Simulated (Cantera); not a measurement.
# Chlorosilane synthesis and conversion: SiCl4 + Cl2 + H2

Charge: 1 mol SiCl4, 1.4 mol Cl2, 13 mol H2, equilibrated at 20.0 bar.

Method: chemical equilibrium by Gibbs-energy minimisation in Cantera with the NASA 1993 tables (ideal gas, pure condensed phases). Candidate condensed phases: Si; 19 gas species. The tables' values for SiCl3 are old estimates; treat these amounts as uncertain. Equilibrium is a limit: real reactors are often held back by kinetics, nucleation or transport.

```tsv
T (K)	log p H2	log p HCl	log p SiCl4	log p SiCl2	log p SiHCl3	log p SiCl3
673	1.18	0.56	0.11	<-10	-3.17	-8.24
773	1.18	0.56	0.11	<-10	-2.47	-6.47
873	1.18	0.56	0.11	-8.55	-1.94	-5.11
973	1.18	0.56	0.10	-6.72	-1.53	-4.04
1073	1.18	0.57	0.09	-5.25	-1.21	-3.18
1173	1.17	0.57	0.07	-4.05	-0.96	-2.48
1273	1.17	0.58	0.05	-3.06	-0.76	-1.92
1373	1.17	0.59	0.00	-2.25	-0.62	-1.46
1473	1.17	0.61	-0.06	-1.59	-0.53	-1.09
1573	1.16	0.63	-0.15	-1.08	-0.50	-0.82
1673	1.15	0.66	-0.28	-0.69	-0.53	-0.65
1773	1.14	0.69	-0.46	-0.43	-0.63	-0.56
```
log p: log10 of the partial pressure in bar; nothing condenses.

From 673 K to 1773 K nothing is condensed. The main Si-bearing gas is SiCl4 at 673 K and SiCl2 at 1773 K.
